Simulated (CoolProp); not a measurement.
Chloromethane (R40) along the isobar 145 bar: density (kg/m³) from the reference equation and from simpler models built on Tc = 418.6 K, pc = 69.29 bar, ω = 0.150; each cubic takes its own stable root.

Model: reference Helmholtz-energy equation of state, Thol 2014, in CoolProp.

```
T (K)          phase   reference  Redlich-Kwong  Soave-Redlich-Kwong  Peng-Robinson
-----  -------------  ----------  -------------  -------------------  -------------
370           liquid       796.9          712.8                724.1     (withheld)
380.8         liquid       771.4          686.9                696.6          782.6
391.7         liquid       743.9          659.2           (withheld)     (withheld)
402.5         liquid       714.4          630.2           (withheld)          710.5
413.3         liquid       682.1          599.3                601.2          669.9
424.2  supercritical       645.9          566.0                563.8          625.4
435    supercritical       605.1          530.8                523.6     (withheld)
445.8  supercritical       558.3          493.4                480.4          526.0
456.7  supercritical       504.8          453.7                434.8          472.1
467.5  supercritical  (withheld)          413.7           (withheld)          420.3
478.3  supercritical       395.8          375.1                349.2          374.1
489.2  supercritical       350.6          340.0                314.5          335.4
500    supercritical       315.1          310.3                286.6          304.7
```

Q: What belongs in the gaps?

A: 
- 370, Peng-Robinson: 814.6
- 391.7, Soave-Redlich-Kwong: 667.0
- 391.7, Peng-Robinson: 747.8
- 402.5, Soave-Redlich-Kwong: 635.4
- 435, Peng-Robinson: 577.4
- 467.5, reference: 448.7
- 467.5, Soave-Redlich-Kwong: 390.0
